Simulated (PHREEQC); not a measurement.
Make-up at 67 °C: 0.24 mol HNO3, 0.15 mol NiCl2 and 0.0019 mol CuCl2 per kg of water. Closed to the air; pH follows from the charge balance.

The numbers come from PHREEQC with the ion-association model, wateq4f.dat.

Problem. The ionic strength comes out as 0.634 mol/kgw. What activity coefficients do Cu+2, CuCl+, Cl-, Ni+2, NO3- get?

Solution. Cu+2 0.21, CuCl+ 0.61, Cl- 0.60, Ni+2 0.27, NO3- 0.57.

No solid was allowed to form. Constants without temperature data keep their 25 °C values here.
